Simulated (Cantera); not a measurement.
Input: 1 mol Si₃N₄, 0.12 mol CO₂, 14 mol N₂, held at 548 Torr.

Method: chemical equilibrium by Gibbs-energy minimisation in Cantera with the NASA 1993 tables (ideal gas, pure condensed phases). Candidate condensed phases: C, Si, SiC, SiO₂, Si₂N₂O, Si₃N₄; 34 gas species. Mutual solubility and eutectic melting of coexisting phases are not modelled. The tables' values for SiN are old estimates; treat these amounts as uncertain. The numbers say what is thermodynamically allowed, not how fast it happens.

x: gas mole fraction; n: condensed amount in mol.

```json
[
 {"T (K)": "1225", "x N₂": "1.00", "x SiO": "1.39e-12", "x CO": "___", "x Si": "<1e-12", "x Si₂N": "<1e-12", "x SiN": "<1e-12", "n C(graphite)": "0.120", "n Si₂N₂O(s)": "0.240", "n Si₃N₄(s)": "0.840", "n SiC(s)": "0", "n Si(l)": "0"},
 {"T (K)": "1325", "x N₂": "1.000", "x SiO": "1.03e-10", "x CO": "___", "x Si": "<1e-12", "x Si₂N": "<1e-12", "x SiN": "<1e-12", "n C(graphite)": "0.120", "n Si₂N₂O(s)": "0.240", "n Si₃N₄(s)": "0.840", "n SiC(s)": "0", "n Si(l)": "0"},
 {"T (K)": "1425", "x N₂": "1.000", "x SiO": "4.15e-9", "x CO": "___", "x Si": "1.26e-12", "x Si₂N": "<1e-12", "x SiN": "1.94e-12", "n C(graphite)": "0.120", "n Si₂N₂O(s)": "0.240", "n Si₃N₄(s)": "0.840", "n SiC(s)": "0", "n Si(l)": "0"},
 {"T (K)": "1525", "x N₂": "1.000", "x SiO": "1.02e-7", "x CO": "___", "x Si": "5.77e-11", "x Si₂N": "<1e-12", "x SiN": "5.70e-11", "n C(graphite)": "0.118", "n Si₂N₂O(s)": "0.238", "n Si₃N₄(s)": "0.842", "n SiC(s)": "0", "n Si(l)": "0"},
 {"T (K)": "1625", "x N₂": "0.999", "x SiO": "1.67e-6", "x CO": "___", "x Si": "1.63e-9", "x Si₂N": "1.38e-11", "x SiN": "1.10e-9", "n C(graphite)": "0.108", "n Si₂N₂O(s)": "0.228", "n Si₃N₄(s)": "0.848", "n SiC(s)": "0", "n Si(l)": "0"},
 {"T (K)": "1725", "x N₂": "0.998", "x SiO": "1.96e-5", "x CO": "___", "x Si": "3.12e-8", "x Si₂N": "5.86e-10", "x SiN": "1.49e-8", "n C(graphite)": "0", "n Si₂N₂O(s)": "0.205", "n Si₃N₄(s)": "0.835", "n SiC(s)": "0.0849", "n Si(l)": "0"},
 {"T (K)": "1825", "x N₂": "0.995", "x SiO": "0.000174", "x CO": "___", "x Si": "4.30e-7", "x Si₂N": "1.63e-8", "x SiN": "1.51e-7", "n C(graphite)": "0", "n Si₂N₂O(s)": "0.174", "n Si₃N₄(s)": "0.864", "n SiC(s)": "0.0569", "n Si(l)": "0"},
 {"T (K)": "1925", "x N₂": "0.991", "x SiO": "0.00123", "x CO": "___", "x Si": "4.48e-6", "x Si₂N": "3.18e-7", "x SiN": "1.20e-6", "n C(graphite)": "0", "n Si₂N₂O(s)": "0.116", "n Si₃N₄(s)": "0.912", "n SiC(s)": "0.0133", "n Si(l)": "0"},
 {"T (K)": "2025", "x N₂": "0.984", "x SiO": "0.00708", "x CO": "___", "x Si": "3.70e-5", "x Si₂N": "4.59e-6", "x SiN": "7.70e-6", "n C(graphite)": "0", "n Si₂N₂O(s)": "0.0189", "n Si₃N₄(s)": "0.953", "n SiC(s)": "0", "n Si(l)": "0"},
 {"T (K)": "2125", "x N₂": "0.985", "x SiO": "0.00931", "x CO": "___", "x Si": "0.000238", "x Si₂N": "4.66e-5", "x SiN": "3.97e-5", "n C(graphite)": "0", "n Si₂N₂O(s)": "0", "n Si₃N₄(s)": "0", "n SiC(s)": "0.0311", "n Si(l)": "2.81"}
]
```

### Question
What belongs in the gaps?

### Answer

- 1225, x CO: 2.99e-7
- 1325, x CO: 3.42e-6
- 1425, x CO: 2.76e-5
- 1525, x CO: 0.000168
- 1625, x CO: 0.000820
- 1725, x CO: 0.00248
- 1825, x CO: 0.00446
- 1925, x CO: 0.00753
- 2025, x CO: 0.00839
- 2125, x CO: 0.00546
